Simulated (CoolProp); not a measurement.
Saturation properties of the fluoroketone C6F12O (FK-5-1-12).

Computed with CoolProp (reference Helmholtz-energy equation of state, McLinden 2015).

| T (°C) | p (MPa) | liquid density (kg/m³) | vapour density (kg/m³) | enthalpy of vaporisation (kJ/kg) | liquid cp (kJ/(kg K)) |
|---|---|---|---|---|---|
| -60.15 | 0.0001603 | 1840 | 0.02862 | 117.9 | 1.106 |
| -49.65 | 0.0004258 | 1812 | 0.07249 | 114.9 | 1.099 |
| -39.15 | 0.001014 | 1783 | 0.1650 | 112.0 | 1.094 |
| -28.55 | 0.002213 | 1755 | 0.3453 | 109.2 | 1.090 |
| -18.05 | 0.004427 | 1726 | 0.6639 | 106.4 | 1.089 |
| -7.55 | 0.008261 | 1697 | 1.195 | 103.6 | 1.090 |
| 2.95 | 0.01452 | 1667 | 2.032 | 100.8 | 1.092 |
| 13.45 | 0.02424 | 1637 | 3.290 | 97.99 | 1.096 |
| 23.95 | 0.03865 | 1605 | 5.111 | 95.13 | 1.102 |
| 34.55 | 0.05947 | 1573 | 7.686 | 92.17 | 1.109 |
| 45.05 | 0.08799 | 1540 | 11.16 | 89.13 | 1.118 |
| 55.55 | 0.1263 | 1506 | 15.79 | 85.98 | 1.128 |
| 66.05 | 0.1764 | 1470 | 21.85 | 82.67 | 1.141 |
| 76.55 | 0.2406 | 1432 | 29.66 | 79.16 | 1.155 |

It boils at 49.1 °C under 1 atm.
